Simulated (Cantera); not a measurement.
Input (Python, Cantera):

```python
import numpy as np
import cantera as ct

surf = ct.Interface("diamond.yaml", "diamond_100")
gas, bulk = surf.adjacent["gas"], surf.adjacent["diamond"]
k = surf.kinetics_species_index(bulk.species_names[0])
cover = ["c6HH", "c6H*", "c6*H", "c6**", "c6HM", "c6B"]

rows, drift = [], 0.0
print(f"{'T':>10s}{'um/h':>11s}" + "".join(f"{s:>11s}" for s in cover))
for v in [925, 975, 1025, 1075, 1125, 1175, 1225, 1275, 1325, 1375]:
    T, P, xH, xCH3 = v, 27000, 0.0054, 8.8e-05
    gas.TPX = T, P, {"H": xH, "CH3": xCH3, "CH4": 0.03, "H2": 1 - xH - xCH3 - 0.03}
    surf.TP = bulk.TP = T, P
    surf.coverages = "c6H*:0.1, c6HH:0.9"
    surf.advance_coverages(100.0)
    before = surf.coverages
    surf.advance_coverages(100.0)
    drift = max(drift, np.max(np.abs(surf.coverages - before) / (surf.coverages + 1e-9)))
    rate = surf.net_production_rates[k] * bulk.mean_molecular_weight / bulk.density * 3.6e9
    rows.append([rate, *surf[cover].coverages])
    print(f"{v:10.4g}{rate:11.4e}" + "".join(f"{x:11.3e}" for x in rows[-1][1:]))
```

Result:

```
         T       um/h       c6HH       c6H*       c6*H       c6**       c6HM        c6B
       925 8.4886e+00  6.575e-01  1.231e-02  3.094e-01  5.372e-03  1.209e-02  2.303e-08
       975 1.1012e+01  6.122e-01  1.623e-02  3.506e-01  7.994e-03  9.708e-03  2.988e-08
      1025 1.3726e+01  5.687e-01  2.063e-02  3.883e-01  1.136e-02  7.827e-03  3.725e-08
      1075 1.6362e+01  5.279e-01  2.541e-02  4.219e-01  1.552e-02  6.267e-03  4.440e-08
      1125 1.8327e+01  4.902e-01  3.047e-02  4.512e-01  2.046e-02  4.865e-03  4.973e-08
      1175 1.8638e+01  4.559e-01  3.574e-02  4.764e-01  2.615e-02  3.503e-03  5.057e-08
      1225 1.6603e+01  4.249e-01  4.111e-02  4.975e-01  3.251e-02  2.216e-03  4.505e-08
      1275 1.3092e+01  3.971e-01  4.649e-02  5.146e-01  3.940e-02  1.201e-03  3.553e-08
      1325 9.9634e+00  3.723e-01  5.179e-02  5.279e-01  4.665e-02  5.750e-04  2.704e-08
      1375 8.1293e+00  3.504e-01  5.696e-02  5.378e-01  5.409e-02  2.571e-04  2.206e-08
```

Computed with Cantera and the Harris–Goodwin 1993 mechanism for the reconstructed diamond (100) surface.
